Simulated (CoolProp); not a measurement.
Vapour pressure (MPa) of carbon monoxide: the reference equation beside estimates from Tc = 132.9 K, pc = 3.498 MPa, ω = 0.050. Clausius-Clapeyron is anchored at 92.8 K with a constant enthalpy of vaporisation of 5.534 kJ/mol.

Model: reference Helmholtz-energy equation of state, Lemmon 2006, in CoolProp. It is a short technical equation, of lower accuracy than the large ones.

```csv
T (K),reference,Lee-Kesler,Clausius-Clapeyron,van der Waals,Redlich-Kwong,Soave-Redlich-Kwong,Peng-Robinson
90,0.2385,0.2388,0.2450,0.5919,0.2305,0.2384,0.2401
92.8,0.3062,0.3066,0.3062,0.6935,0.3003,0.3065,0.3076
95.5,0.3840,0.3845,0.3751,0.8017,0.3811,0.3850,0.3851
98.2,0.4753,0.4759,0.4543,0.9202,0.4762,0.4773,0.4763
100.9,0.5815,0.5820,0.5446,1.050,0.5871,0.5848,0.5825
103.6,0.7039,0.7042,0.6468,1.190,0.7150,0.7089,0.7050
106.3,0.8438,0.8437,0.7614,1.342,0.8610,0.8510,0.8453
109,1.003,1.002,0.8892,1.505,1.026,1.012,1.005
111.7,1.182,1.180,1.031,1.681,1.212,1.195,1.185
114.4,1.383,1.381,1.186,1.868,1.420,1.399,1.388
117.1,1.607,1.604,1.357,2.069,1.650,1.627,1.614
```

Absolute difference from the reference over all 11 rows, mean and median: Lee-Kesler 0.1 and 0.1 %, Clausius-Clapeyron 8.0 and 8.1 %, van der Waals 76.5 and 69.1 %, Redlich-Kwong 1.9 and 2.0 %, Soave-Redlich-Kwong 0.7 and 0.7 %, Peng-Robinson 0.3 and 0.3 %.
